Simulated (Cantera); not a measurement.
Silicon epitaxy and polysilicon growth: SiCl4 + N2

Feed: 1 mol SiCl4, 43 mol N2, held at 0.100 bar.

Method: chemical equilibrium by Gibbs-energy minimisation in Cantera with the NASA 1993 tables (ideal gas, pure condensed phases). Candidate condensed phases: Si, Si3N4; 13 gas species. The tables' values for SiCl3 are old estimates; treat these amounts as uncertain. Rates play no part.

```csv
T (°C),log p N2,log p SiCl4,log p Cl,log p SiCl3,log p SiCl2
875,-1.01,-2.64,-6.32,-6.26,-8.84
950,-1.01,-2.64,-5.76,-5.73,-7.91
1025,-1.01,-2.64,-5.27,-5.25,-7.08
1100,-1.01,-2.65,-4.83,-4.83,-6.35
1175,-1.01,-2.65,-4.43,-4.46,-5.70
1250,-1.01,-2.66,-4.07,-4.13,-5.13
1325,-1.01,-2.68,-3.74,-3.85,-4.63
1400,-1.01,-2.71,-3.44,-3.61,-4.19
```
log p: log10 of the partial pressure in bar; nothing condenses.

From 875 °C to 1400 °C nothing is condensed. The main Si-bearing gas is SiCl4 throughout.
